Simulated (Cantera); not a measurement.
Input: 1 mol SO2, 0.21 mol H2O, 1.3 mol H2, at 2177 °C and 0.0100 bar.

Cantera equilibrium calculation (NASA polynomials, part measured and part estimated; ideal gas, pure solids and liquids). Candidate condensed phases: H2O, H2SO4, S; 19 gas species. Kinetics and transport are ignored.

Base state: H2O 0.274, H2 0.229, SO2 0.189, SO 0.141, H 0.0961, S 0.0270, OH 0.0225, O 0.00628 (mole fractions); condensed: gas only.

Problem. What changes in the equilibrium state with this change: temperature from 2177 °C to 1552 °C?

Solution. 
| species | before | after |
|---|---|---|
| H2O | 0.274 | 0.448 |
| SO2 | 0.189 | 0.232 |
| H2 | 0.229 | 0.193 |
| SO | 0.141 | 0.0383 |
| H | 0.0961 | 0.00193 |
| OH | 0.0225 | 0.000315 |
| S2 | 0.00581 | 0.0727 |
| S | 0.0270 | 0.00244 |
| O | 0.00628 | 2.43e-6 |
| O2 | 0.00310 | 2.49e-6 |

Problem. What changes in the equilibrium state with this change: H2 from 1.3 to 0.14 mol?

Solution. 
| species | before | after |
|---|---|---|
| SO2 | 0.189 | 0.544 |
| H2O | 0.274 | 0.160 |
| SO | 0.141 | 0.122 |
| H2 | 0.229 | 0.0401 |
| O2 | 0.00310 | 0.0342 |
| S | 0.0270 | 0.00703 |
| O | 0.00628 | 0.0208 |
| H | 0.0961 | 0.0402 |
| OH | 0.0225 | 0.0313 |
| H2S | 0.000379 | 1.73e-5 |
| S2 | 0.00581 | 0.000395 |
| SO3 | 2.13e-6 | 2.03e-5 |
